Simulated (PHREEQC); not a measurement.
A PHREEQC speciation (ion-association model, phreeqc.dat) at 25 °C gives pH 1.76 and these molalities:

```
species  mol/kgw
-------  -------
HF         0.231
H+        0.0194
F-        0.0103
HF2-     0.00915
```

Problem. What are the element totals, and what could have been dissolved in 1 kg of water to give them?

Solution. This is not unique; one that fits is totals F 0.260 mol/kgw, from 0.26 mol HF per kg of water.

Precipitation was switched off in this run.
